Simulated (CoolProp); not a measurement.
100 sccm (0 °C, 1 atm) of nitrogen bubbles through liquid n-hexane at 291.9 K and leaves saturated at a total pressure of 0.0621 MPa (ideal gas phase). Each further row changes one setting.

The numbers come from the reference Helmholtz-energy equation of state, Thol 2019 in CoolProp.

```
case                      vapour pressure (kPa)  mole fraction of vapour  delivery (mg/min)  delivery (sccm)  change of delivery for a bath 1 K warmer (%)
------------------------  ---------------------  -----------------------  -----------------  ---------------  --------------------------------------------
as stated                                  15.3                    0.246                125             32.6                                           6.3
bath temperature 296.9 K                    [?]                    0.307                [?]              [?]                                           6.6
total pressure 0.124 MPa                   15.3                    0.123               54.0             14.0                                           5.3
```

Task: What belongs in the gaps?

Result: 
- bath temperature 296.9 K, vapour pressure (kPa): 19.1
- bath temperature 296.9 K, delivery (mg/min): 171
- bath temperature 296.9 K, delivery (sccm): 44.4
